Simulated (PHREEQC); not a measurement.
# Reverse-osmosis permeate (model solution)

Synthetic water in mg/L, 25 °C, pH 5.61, pe 9.5:

| constituent | mg/L |
|---|---|
| Na | 0.87 |
| K | 1.16 |
| Ca | 1.72 |
| Mg | 0.33 |
| Cl | 1.01 |
| S(6) as SO4 | 4.93 |
| Alkalinity as HCO3 | 3.08 |
| Cu(2) | 0.00328 |
| B | 0.000731 |
| Sr | 0.02 |

Cl is adjusted to close the charge balance.
Valence states are taken as typed.

Equilibrium calculation in PHREEQC: ion-association model, wateq4f.dat.

Each row changes one thing in this solution. No solid was allowed to form.

```json
[
 {"case": "as made", "CO2 (mol/kgw)": "0.000287", "HSO4- (mol/kgw)": "1.14e-8", "CO3-2 (mol/kgw)": "1.07e-9", "CuOH+ (mol/kgw)": "1.90e-10", "Cu(OH)2 (mol/kgw)": "1.58e-10", "MgOH+ (mol/kgw)": "1.87e-11", "SI of Tenorite (CuO)": "-3.74", "SI of Gypsum (CaSO4:2H2O)": "-4.15"},
 {"case": "Mg from 0.33 to 0.99 mg/L", "CO2 (mol/kgw)": "0.000286", "HSO4- (mol/kgw)": "…", "CO3-2 (mol/kgw)": "1.08e-9", "CuOH+ (mol/kgw)": "1.88e-10", "Cu(OH)2 (mol/kgw)": "1.57e-10", "MgOH+ (mol/kgw)": "5.58e-11", "SI of Tenorite (CuO)": "-3.74", "SI of Gypsum (CaSO4:2H2O)": "-4.16"},
 {"case": "temperature from 25 to 80 °C at the same typed pH", "CO2 (mol/kgw)": "0.000277", "HSO4- (mol/kgw)": "4.61e-8", "CO3-2 (mol/kgw)": "1.72e-9", "CuOH+ (mol/kgw)": "1.87e-10", "Cu(OH)2 (mol/kgw)": "1.56e-10", "MgOH+ (mol/kgw)": "…", "SI of Tenorite (CuO)": "-2.01", "SI of Gypsum (CaSO4:2H2O)": "-4.01"},
 {"case": "pH from 5.61 to 5.5 at the same alkalinity", "CO2 (mol/kgw)": "0.000374", "HSO4- (mol/kgw)": "1.47e-8", "CO3-2 (mol/kgw)": "…", "CuOH+ (mol/kgw)": "1.48e-10", "Cu(OH)2 (mol/kgw)": "9.57e-11", "MgOH+ (mol/kgw)": "…", "SI of Tenorite (CuO)": "-3.96", "SI of Gypsum (CaSO4:2H2O)": "-4.15"}
]
```

Q: Complete the blanks.

A: 
- Mg from 0.33 to 0.99 mg/L, HSO4- (mol/kgw): 1.13e-8
- temperature from 25 to 80 °C at the same typed pH, MgOH+ (mol/kgw): 1.21e-9
- pH from 5.61 to 5.5 at the same alkalinity, CO3-2 (mol/kgw): 8.44e-10
- pH from 5.61 to 5.5 at the same alkalinity, MgOH+ (mol/kgw): 1.45e-11

Constants without temperature data keep their 25 °C values here.
